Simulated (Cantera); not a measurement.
Cantera run, input and output.

```python
import numpy as np
import cantera as ct

gas = ct.Solution("gri30.yaml")
gas.TPX = 300, 1400000, {'H2': 1, 'O2': 1, 'N2': 3.76}
inlet = ct.Reservoir(gas, clone=True)
gas.equilibrate("HP")  # start burning
reactor = ct.IdealGasConstPressureReactor(gas, energy="on", clone=False)
exhaust = ct.Reservoir(gas, clone=True)
tau = [0.083, 0.031, 0.011, 0.0041, 0.0015, 0.00055, 0.0002, 7.4e-05, 2.7e-05][0]
for a, b in ((inlet, reactor), (reactor, exhaust)):
    ct.MassFlowController(a, b, mdot=lambda t: reactor.mass / tau)
net = ct.ReactorNet([reactor])
show = ['H2', 'O2', 'OH', 'H', 'NO', 'H2O2', 'HO2']

rows = []
print(f"{'tau/s':>10s}{'T/K':>9s}" + "".join(f"{s:>11s}" for s in show))
for tau in [0.083, 0.031, 0.011, 0.0041, 0.0015, 0.00055, 0.0002, 7.4e-05, 2.7e-05]:
    net.initial_time = 0.0
    net.advance(30 * tau)
    before = gas.X
    net.advance(40 * tau)
    drift = np.max(np.abs(gas.X - before) / (gas.X + 1e-9))
    rows.append([gas.T, *gas[show].X, drift])
    print(f"{tau:10.3e}{gas.T:9.1f}" + "".join(f"{x:11.3e}" for x in gas[show].X))
```

Output:

```
     tau/s      T/K         H2         O2         OH          H         NO       H2O2        HO2
 8.300e-02   1646.4  2.918e-05  9.501e-02  1.977e-04  2.004e-07  1.764e-06  1.823e-07  1.873e-06
 3.100e-02   1646.0  6.219e-05  9.501e-02  2.381e-04  4.651e-07  1.452e-06  2.691e-07  3.378e-06
 1.100e-02   1645.2  1.370e-04  9.503e-02  2.963e-04  1.196e-06  1.397e-06  4.328e-07  6.904e-06
 4.100e-03   1643.8  2.916e-04  9.507e-02  3.656e-04  3.011e-06  1.424e-06  7.059e-07  1.422e-05
 1.500e-03   1641.0  6.373e-04  9.518e-02  4.467e-04  7.793e-06  1.388e-06  1.202e-06  3.018e-05
 5.500e-04   1635.0  1.417e-03  9.547e-02  5.309e-04  2.007e-05  1.225e-06  2.146e-06  6.388e-05
 2.000e-04   1621.5  3.263e-03  9.621e-02  6.045e-04  5.112e-05  9.961e-07  4.179e-06  1.332e-04
 7.400e-05   1587.1  8.177e-03  9.830e-02  6.053e-04  1.211e-04  7.409e-07  1.002e-05  2.712e-04
 2.700e-05    300.0  1.736e-01  1.736e-01  1.212e-30  8.432e-34  8.892e-22  1.112e-17  1.938e-18
```

Computed with Cantera and GRI-Mech 3.0 (53 species, 325 reactions). The hydrogen kinetics of GRI-Mech 3.0 are dated; newer H2 mechanisms differ, most at raised pressure. The pressure lies above the range GRI-Mech 3.0 was tuned for (to about 10 atm).
